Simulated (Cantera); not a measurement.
An isothermal, constant-pressure homogeneous reactor starts with CH4 : H2 : CO2 = 0.015 : 1 : 0.0047 (molar parts), at 1325 K and 25.5 Torr. Integrator tolerance rtol = 1e-08.

Computed with Cantera and GRI-Mech 3.0 (53 species, 325 reactions). GRI-Mech 3.0 stops at C3 and has no aromatics, soot or wall deposition, so with more carbon than oxygen in the feed, carbon stays in small species such as C2H2 where larger ones or solid carbon would form. Radical loss at walls, strong at low pressure, is not modelled.

What does this change do: temperature 1325 to 2925 K?


| quantity | before | after |
|---|---|---|
| x(CH4) at 4.00 s | 0.0147 (gas-phase equilibrium 0.00773) | 2.58e-7 (gas-phase equilibrium 2.59e-7) |
| x(H2) at 4.00 s | 0.980 (gas-phase equilibrium 0.982) | 0.505 (gas-phase equilibrium 0.505) |
| x(CO2) at 4.00 s | 0.00430 (gas-phase equilibrium 3.03e-10) | 6.13e-12 (gas-phase equilibrium 6.15e-12) |
| x(H2O) at 4.00 s | 0.000313 (gas-phase equilibrium 6.08e-8) | 3.27e-9 (gas-phase equilibrium 3.28e-9) |
| x(H2O2) at 4.00 s | <1e-12 (gas-phase equilibrium <1e-12) | <1e-12 (gas-phase equilibrium <1e-12) |
| x(CH3) at 4.00 s | 2.35e-6 (gas-phase equilibrium 1.37e-6) | 3.97e-6 (gas-phase equilibrium 3.98e-6) |
| x(O2) at 4.00 s | <1e-12 (gas-phase equilibrium <1e-12) | <1e-12 (gas-phase equilibrium <1e-12) |
